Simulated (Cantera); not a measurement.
**Equilibrium for hydrogen reduction and annealing atmospheres: Fe₂O₃ + H₂ + N₂**

Input: 1 mol Fe₂O₃, 66 mol H₂, 2.4 mol N₂, at 2073 K and 0.133 bar.

Cantera equilibrium calculation (NASA polynomials, part measured and part estimated; ideal gas, pure solids and liquids). Candidate condensed phases: Fe, FeO, Fe(OH)₂, Fe(OH)₃, Fe₂O₃, Fe₃O₄, H₂O; 27 gas species. Rates play no part.

```
Item           Result
----------  ---------
x(H₂)           0.909
x(H₂O)         0.0434
x(N₂)          0.0348
x(H)          0.00687
x(Fe)         0.00602
x(OH)         3.73e-5
x(FeO)        6.79e-6
x(Fe(OH)₂)    2.36e-6
n(Fe(l))     1.58 mol
gas amount  69.05 mol
```
